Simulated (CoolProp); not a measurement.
CHF3 (R23) at several states: Z from the reference equation and from simpler models built on Tc = 299.3 K, pc = 48.32 bar, ω = 0.263; each cubic takes its own stable root.

Computed with CoolProp (reference Helmholtz-energy equation of state, Penoncello 2003).

```csv
T (K),p (bar),phase,reference,van der Waals,Redlich-Kwong,Soave-Redlich-Kwong,Peng-Robinson
178.3,13.8,liquid,0.04355,0.07716,0.05249,0.05094,0.04516
181.4,113,liquid,0.3484,0.6008,0.4164,0.4061,0.3609
230.2,18.2,liquid,0.05164,0.09134,0.06380,0.06090,0.05373
174.7,65.9,liquid,0.2090,0.3653,0.2507,0.2443,0.2170
282.5,271,liquid,0.6756,1.027,0.7834,0.7767,0.6952
127.1,5.89,liquid,0.02333,0.04204,0.02824,0.02783,0.02480
```
